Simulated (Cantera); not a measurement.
What does this Cantera script print?

```python
import numpy as np
import cantera as ct

gas_names = """
    C CO CO2 C2 C2O C3 C3O2 C4 C5 O O2 O3 Ta TaO TaO2
""".split()
cond_names = """
    C(gr) Ta(cr) Ta(L) TaC(s) TaC(L) Ta2O5(s) Ta2O5(L)
""".split()


# ... load() reads the species with a 1 bar reference pressure and builds the phases ...
atoms = {
    'Ta2O5': {'Ta': 2, 'O': 5},
    'CO': {'C': 1, 'O': 1},
}
top_T = {'C(gr)': 4500}  # K; cautious upper limits of use, not melting points


# ... equilibrate(T, P, feed) seeds the gas with the atoms and calls Mixture.equilibrate('TP', solver="vcs", rtol=1e-11, max_steps=5000) ...
results = []
feed = {'Ta2O5': 1, 'CO': 3.3}  # mol
P = 470000  # Pa
for T in [823, 973, 1123, 1273, 1423, 1573, 1723, 1873, 2023, 2173, 2323, 2473]:
    mix = equilibrate(T, P, feed)
    results.append((T, P, feed, dict(zip(mix.species_names, mix.species_moles))))

top = {s: max(r[3][s] / sum(r[3][g] for g in gas_names) for r in results) for s in gas_names}
cols = sorted((s for s in top if top[s] > 0.0001), key=lambda s: -top[s])[:5]
seen = [c for c in cond_names if any(r[3].get(c, 0) > 1e-12 for r in results)]
print("log10 of partial pressures in bar; condensed amounts in mol")
print(f"{'T/K':>10s}" + "".join(f"{s[:9]:>10s}" for s in cols + seen))
for T, P, feed, n in results:
    ng = sum(n[g] for g in gas_names)
    print(f"{T:10.4g}" + "".join(f"{np.log10(max(n[s] / ng * P / 1e5, 1e-99)):10.3f}" for s in cols)
          + "".join(f"{n.get(c, 0):10.4g}" for c in seen))
```

It prints:

```
log10 of partial pressures in bar; condensed amounts in mol
       T/K        CO       CO2     C(gr)    TaC(s)  Ta2O5(s)  Ta2O5(L)
       823    -0.519     0.643     1.595         0         1         0
       973     0.236     0.474      1.28         0         1         0
      1123     0.582    -0.055    0.5208         0         1         0
      1273     0.658    -0.827    0.1013         0         1         0
      1423     0.669    -1.527   0.02073         0         1         0
      1573     0.671    -1.823         0  0.003015    0.9985         0
      1723     0.671    -1.827         0  0.002987    0.9985         0
      1873     0.671    -1.829         0  0.002969    0.9985         0
      2023     0.671    -1.831         0  0.002957    0.9985         0
      2173     0.671    -1.855         0  0.002797         0    0.9986
      2323     0.671    -1.884         0  0.002614         0    0.9987
      2473     0.671    -1.909         0   0.00243         0    0.9987
```

These are equilibrium values from Cantera (NASA tables, ideal gas, pure condensed phases), not measurements of a reactor. Mutual solubility and eutectic melting of coexisting phases are not modelled. TaC: taken at fixed stoichiometry. Condensed phases not in the tables: Ta2C.
